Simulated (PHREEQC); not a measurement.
Polishing slurry liquid

Dissolve 0.14 mol/kgw TMAH, 0.025 mol/kgw K2SO4 and 0.011 mol/kgw CO2 at 75 °C. Closed to the air; pH follows from the charge balance.

All values are PHREEQC results (ion-association model, phreeqc.dat), not measurements.

```yaml
pH: 11.59
ionic_strength: 0.219 mol/kgw
activity_of_water: 0.994
total_alkalinity: 140 meq/kg
```

| species | molality | activity | log γ |
|---|---|---|---|
| (CH3)4N+ | 0.140 | 0.0964 | -0.162 |
| OH- | 0.118 | 0.0799 | -0.170 |
| K+ | 0.0465 | 0.0316 | -0.167 |
| SO4-2 | 0.0215 | 0.00540 | -0.599 |
| CO3-2 | 0.0109 | 0.00292 | -0.570 |
| KSO4- | 0.00352 | 0.00254 | -0.143 |
| HCO3- | 0.000138 | 9.96e-5 | -0.143 |

Precipitation was switched off in this run. (CH3)4N+ isn't in the database: it is added as a free cation with an ion size of 4 Å. Away from 25 °C the constants follow the database's enthalpies or fits; those with neither stay at their 25 °C values.
